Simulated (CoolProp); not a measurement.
Vapour-liquid equilibrium of R1234yf (1) + R227EA (2) at 293.3 K; x and y are mole fractions of (1).

Model: multi-fluid Helmholtz-energy mixture model, Lemmon 2022 and Lemmon 2016; pair parameters Bell 2016, in CoolProp.

```json
[
 {"x": "0.05", "bubble pressure (kPa)": "401.4", "y at the bubble point": "0.071", "dew pressure at overall composition x (kPa)": "398.3", "liquid density (mol/L)": "8.342"},
 {"x": "0.125", "bubble pressure (kPa)": "417.0", "y at the bubble point": "0.171", "dew pressure at overall composition x (kPa)": "409.7", "liquid density (mol/L)": "8.438"},
 {"x": "0.2", "bubble pressure (kPa)": "432.3", "y at the bubble point": "0.264", "dew pressure at overall composition x (kPa)": "421.6", "liquid density (mol/L)": "8.536"},
 {"x": "0.275", "bubble pressure (kPa)": "447.4", "y at the bubble point": "0.352", "dew pressure at overall composition x (kPa)": "434.1", "liquid density (mol/L)": "8.636"},
 {"x": "0.35", "bubble pressure (kPa)": "462.5", "y at the bubble point": "0.434", "dew pressure at overall composition x (kPa)": "447.1", "liquid density (mol/L)": "8.738"},
 {"x": "0.425", "bubble pressure (kPa)": "477.5", "y at the bubble point": "0.512", "dew pressure at overall composition x (kPa)": "460.8", "liquid density (mol/L)": "8.843"},
 {"x": "0.5", "bubble pressure (kPa)": "492.5", "y at the bubble point": "0.586", "dew pressure at overall composition x (kPa)": "475.1", "liquid density (mol/L)": "8.950"},
 {"x": "0.575", "bubble pressure (kPa)": "507.5", "y at the bubble point": "0.656", "dew pressure at overall composition x (kPa)": "490.2", "liquid density (mol/L)": "9.059"},
 {"x": "0.65", "bubble pressure (kPa)": "522.6", "y at the bubble point": "0.723", "dew pressure at overall composition x (kPa)": "506.2", "liquid density (mol/L)": "9.171"},
 {"x": "0.725", "bubble pressure (kPa)": "537.8", "y at the bubble point": "0.788", "dew pressure at overall composition x (kPa)": "523.0", "liquid density (mol/L)": "9.285"},
 {"x": "0.8", "bubble pressure (kPa)": "553.0", "y at the bubble point": "0.849", "dew pressure at overall composition x (kPa)": "540.8", "liquid density (mol/L)": "9.402"},
 {"x": "0.875", "bubble pressure (kPa)": "568.4", "y at the bubble point": "0.908", "dew pressure at overall composition x (kPa)": "559.8", "liquid density (mol/L)": "9.521"},
 {"x": "0.95", "bubble pressure (kPa)": "584.0", "y at the bubble point": "0.964", "dew pressure at overall composition x (kPa)": "580.1", "liquid density (mol/L)": "9.643"}
]
```

No azeotrope shows between x = 0.05 and 0.95.

Pair parameters are fitted to limited data, so mixtures are less certain than the pure fluids.
